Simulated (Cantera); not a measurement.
# Thermodynamics of chlorosilane synthesis and conversion, feed SiCl₄ + Cl₂ + H₂ + O₂

A closed system holds: 1 mol SiCl₄, 0.68 mol Cl₂, 14 mol H₂, 0.088 mol O₂, equilibrated at 24000 Pa.

Equilibrium computed with Cantera from the NASA thermochemical tables; the gas is ideal and each condensed phase is pure. Candidate condensed phases: H₂O, Si, SiO₂; 30 gas species. The tables' values for SiCl₃ are old estimates; treat these amounts as uncertain. The tables hold silica as quartz up to 1696 K and as liquid above; real silica turns to tridymite and cristobalite and melts near 1996 K. Equilibrium is a limit: real reactors are often held back by kinetics, nucleation or transport.

From 900 °C to 1250 °C the condensed part is SiO₂(β-quartz). The main Si-bearing gas is SiCl₄ at 900 °C and SiCl₂ at 1250 °C.

```
T (°C)   x H₂  x HCl  x SiCl₄   x SiCl₂  x SiCl₃  x SiHCl₃  n SiO₂(β-quartz)
------  -----  -----  -------  --------  -------  --------  ----------------
900     0.822  0.120   0.0473  0.000803  0.00196   0.00756            0.0880
950     0.817  0.125   0.0429   0.00229  0.00351   0.00864            0.0880
1000    0.809  0.134   0.0372   0.00539  0.00553   0.00899            0.0880
1050    0.798  0.145   0.0301    0.0105  0.00760   0.00843            0.0878
1100    0.786  0.158   0.0226    0.0173  0.00919   0.00712            0.0874
1150    0.773  0.171   0.0157    0.0247  0.00988   0.00549            0.0861
1200    0.761  0.183   0.0101    0.0315  0.00962   0.00393            0.0828
1250    0.751  0.193  0.00606    0.0370  0.00866   0.00265            0.0751
```
x: gas mole fraction; n: condensed amount in mol.
